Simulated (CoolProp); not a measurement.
A single-stage vapour-compression cycle with isobutane: evaporating at 233.15 K (dew point), condensing at 280.15 K (bubble point), superheat 8 K, subcooling 8 K, compressor efficiency 0.75, no pressure losses. Each further row changes one setting.

Values from CoolProp's reference Helmholtz-energy equation of state, Bücker 2006.

```json
[
 {"case": "as stated", "cooling COP": "3.30", "pressure ratio": "6.96", "discharge temperature (K)": "306.0", "refrigerating effect (kJ/kg)": "315", "volumetric capacity (kJ/m³)": "266"},
 {"case": "evaporating temperature 238.15 K", "cooling COP": "[?]", "pressure ratio": "5.43", "discharge temperature (K)": "303.1", "refrigerating effect (kJ/kg)": "322", "volumetric capacity (kJ/m³)": "342"},
 {"case": "condensing temperature 275.15 K", "cooling COP": "3.77", "pressure ratio": "5.87", "discharge temperature (K)": "[?]", "refrigerating effect (kJ/kg)": "326", "volumetric capacity (kJ/m³)": "275"},
 {"case": "subcooling 13 K", "cooling COP": "[?]", "pressure ratio": "6.96", "discharge temperature (K)": "306.0", "refrigerating effect (kJ/kg)": "326", "volumetric capacity (kJ/m³)": "275"},
 {"case": "superheat 18 K", "cooling COP": "[?]", "pressure ratio": "6.96", "discharge temperature (K)": "[?]", "refrigerating effect (kJ/kg)": "329", "volumetric capacity (kJ/m³)": "[?]"},
 {"case": "compressor efficiency 0.65", "cooling COP": "[?]", "pressure ratio": "6.96", "discharge temperature (K)": "314.3", "refrigerating effect (kJ/kg)": "315", "volumetric capacity (kJ/m³)": "266"}
]
```

**Question.** Fill in the missing entries.

**Answer.** 
- evaporating temperature 238.15 K, cooling COP: 3.85
- condensing temperature 275.15 K, discharge temperature (K): 300.2
- subcooling 13 K, cooling COP: 3.42
- superheat 18 K, cooling COP: 3.31
- superheat 18 K, discharge temperature (K): 316.4
- superheat 18 K, volumetric capacity (kJ/m³): 267
- compressor efficiency 0.65, cooling COP: 2.86
